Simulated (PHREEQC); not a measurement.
Dissolve 3.5 mol/kgw LiCl, 0.22 mol/kgw K2SO4 and 6.9e-05 mol/kgw H4SiO4 at 25 °C. Closed to the air; pH follows from the charge balance.

All values are PHREEQC results (Pitzer model, pitzer.dat), not measurements.

Q: The ionic strength comes out as 4.16 mol/kgw. What activity coefficients do K+, Li+, Cl-, SO4-2 get?

A: K+ 1.2, Li+ 3.1, Cl- 0.58, SO4-2 0.012. Single-ion values are on the MacInnes scale.

Precipitation was switched off in this run. In brines, pH and single-ion activities rest on the MacInnes convention.
